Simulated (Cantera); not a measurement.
## Adiabatic ignition

An adiabatic, constant-pressure homogeneous reactor starts with 3.76 % CH₄, 4.89 % H₂, 19.2 % O₂, 72.2 % N₂, equivalence ratio 0.52, at 1225 K and 29.0 bar.

Computed with Cantera and GRI-Mech 3.0 (53 species, 325 reactions). The pressure lies above the range GRI-Mech 3.0 was tuned for (to about 10 atm).

```
t (s)     T (K)   x CH₄      x H₂    x O₂     x NO₂   x CH₂O
--------  -----  ------  --------  ------  --------  -------
3.00e-6    1225  0.0376    0.0489   0.192    <1e-12  3.43e-9
6.59e-6    1225  0.0376    0.0489   0.192    <1e-12  1.41e-8
1.45e-5    1225  0.0376    0.0489   0.192    <1e-12  6.25e-8
3.18e-5    1225  0.0376    0.0489   0.192    <1e-12  4.73e-7
6.98e-5    1226  0.0376    0.0488   0.192    <1e-12  1.89e-5
0.000153   1550  0.0204    0.0323   0.160  5.25e-10  0.00223
0.000337   2337  <1e-12  0.000196  0.0935   6.53e-7   <1e-12
0.000739   2336  <1e-12  0.000195  0.0933   2.02e-6   <1e-12
0.00162    2335  <1e-12  0.000194  0.0929   4.91e-6   <1e-12
0.00357    2332  <1e-12  0.000191  0.0922   1.06e-5   <1e-12
0.00783    2326  <1e-12  0.000187  0.0909   2.02e-5   <1e-12
0.0172     2320  <1e-12  0.000182  0.0895   3.16e-5   <1e-12
0.0378     2316  <1e-12  0.000179  0.0886   3.80e-5   <1e-12
0.0829     2316  <1e-12  0.000179  0.0885   3.90e-5   <1e-12
0.182      2316  <1e-12  0.000179  0.0885   3.90e-5   <1e-12
0.400      2316  <1e-12  0.000179  0.0885   3.90e-5   <1e-12
```
x: mole fraction; the columns are a selection and need not sum to one.

| Quantity | Value |
|---|---|
| time of steepest temperature rise | 0.157 ms |
| temperature at 0.400 s | 2316 K |
| equilibrium temperature | 2316 K |
| x(CH₄) at 0.400 s | <1e-12 (gas-phase equilibrium <1e-12) |
| x(H₂) at 0.400 s | 0.000179 (gas-phase equilibrium 0.000179) |
| x(O₂) at 0.400 s | 0.0885 (gas-phase equilibrium 0.0885) |
